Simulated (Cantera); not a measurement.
Mixture: H₂ : O₂ : N₂ : NO = 1 : 0.515 : 1.94 : 0.0097 (molar parts), at 5.00 bar, adiabatic and at constant volume. Ignition delay is the time to a rise of 400 K.

Model: GRI-Mech 3.0 (53 species, 325 reactions), integrated in Cantera. The hydrogen kinetics of GRI-Mech 3.0 are dated; newer H2 mechanisms differ, most at raised pressure. The mechanism lacks 2 NO + O2 → 2 NO2 and HONO, so NO2 and the effect of NO are under-described below about 1400 K.

Problem. At T0 = 1150 K, what is the delay, and which 5 reactions control it most (d ln τ / d ln k, from doubling and halving each rate constant)?

Solution. The delay is 19.9 µs.
```csv
reaction,d ln τ / d ln k,faster rate
H + O2 <=> O + OH,-1.22,shortens it
H + O2 + N2 <=> HO2 + N2,0.40,lengthens it
H + O2 + M <=> HO2 + M,0.33,lengthens it
HO2 + NO <=> NO2 + OH,-0.24,shortens it
H2 + O <=> H + OH,-0.14,shortens it
```
